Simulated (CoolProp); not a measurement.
The fluid at 293.15 K and 0.163 MPa is throttled through a valve to 0.0257 MPa with no heat exchange. The same conditions are run with several fluids, on thermodynamics alone (safety and materials aside).

Computed with CoolProp (reference Helmholtz-energy equation of state of each fluid (c-C4F8 (RC318): Platzer 1990; R143a: Lemmon and Jacobsen 2000; R142b: Lemmon 2006; normal hydrogen: Leachman 2009; R115: Lemmon 2016)). The equations of Platzer and Polt are older, rougher fits.

Question: Rank c-C4F8 (RC318), R143a, R142b, normal hydrogen, R115 by temperature change (K), highest first.

Answer: normal hydrogen (+0.0), R115 (-1.9), c-C4F8 (RC318) (-2.3), R143a (-2.8), R142b (-4.0)

```csv
fluid,final density (kg/m³)
c-C4F8 (RC318),2.14
R143a,0.899
R142b,1.08
normal hydrogen,0.0212
R115,1.65
```
